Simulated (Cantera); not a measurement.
Input: 1 mol TiCl4, a varied amount of H2O, held at 1302 °C and 18.0 mbar.

Method: chemical equilibrium by Gibbs-energy minimisation in Cantera with the NASA 1993 tables (ideal gas, pure condensed phases). Candidate condensed phases: H2O, Ti, TiCl2, TiCl3, TiCl4, TiO, TiO2, Ti2O3, Ti3O5, Ti4O7; 23 gas species. The numbers say what is thermodynamically allowed, not how fast it happens.

**Question.** What share of the Ti ends up in condensed phases as a function of n(H2O) (mol), at 0.76, 1.1, 1.5, 2.1, 3, 4.2, 5.9?

**Answer.** 
```json
[
 {"n(H2O) (mol)": "0.76", "Ti condensed (%)": "38.0", "as": "TiO2(rutile)"},
 {"n(H2O) (mol)": "1.1", "Ti condensed (%)": "55.0", "as": "TiO2(rutile)"},
 {"n(H2O) (mol)": "1.5", "Ti condensed (%)": "74.9", "as": "TiO2(rutile)"},
 {"n(H2O) (mol)": "2.1", "Ti condensed (%)": "100.0", "as": "TiO2(rutile)"},
 {"n(H2O) (mol)": "3", "Ti condensed (%)": "100.0", "as": "TiO2(rutile)"},
 {"n(H2O) (mol)": "4.2", "Ti condensed (%)": "100.0", "as": "TiO2(rutile)"},
 {"n(H2O) (mol)": "5.9", "Ti condensed (%)": "100.0", "as": "TiO2(rutile)"}
]
```
